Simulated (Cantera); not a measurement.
Input: 1 mol SiH₄, 0.018 mol C₃H₈, 76 mol H₂, at 81000 Pa.

Cantera equilibrium calculation (NASA polynomials, part measured and part estimated; ideal gas, pure solids and liquids). Candidate condensed phases: C, C₆H₆, C₇H₈, C₈H₁₈, Si, SiC; 87 gas species. Gases not in the tables: Si₂H₆ and higher silanes. Equilibrium is a limit: real reactors are often held back by kinetics, nucleation or transport.

### Question
At 2175 °C, list the 4 most abundant gas species with their mole fractions, and the condensed phases.

### Answer
H₂ 0.972, H 0.0218, Si 0.00394, SiH 0.00100. Condensed: Si(l).
